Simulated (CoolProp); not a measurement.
The numbers come from the reference Helmholtz-energy equation of state, Penoncello 2003 in CoolProp.

Give the vapour pressure (MPa), liquid density (kg/m³), vapour density (kg/m³), enthalpy of vaporisation (kJ/kg) of saturated CHF3 (R23) at 164.6, 191.1, 204.3 K.


```json
[
 {"T (K)": "164.6", "p (MPa)": "0.0163", "liquid density (kg/m³)": "1540", "vapour density (kg/m³)": "0.846", "enthalpy of vaporisation (kJ/kg)": "260"},
 {"T (K)": "191.1", "p (MPa)": "0.101", "liquid density (kg/m³)": "1450", "vapour density (kg/m³)": "4.65", "enthalpy of vaporisation (kJ/kg)": "239"},
 {"T (K)": "204.3", "p (MPa)": "0.205", "liquid density (kg/m³)": "1390", "vapour density (kg/m³)": "9.06", "enthalpy of vaporisation (kJ/kg)": "228"}
]
```
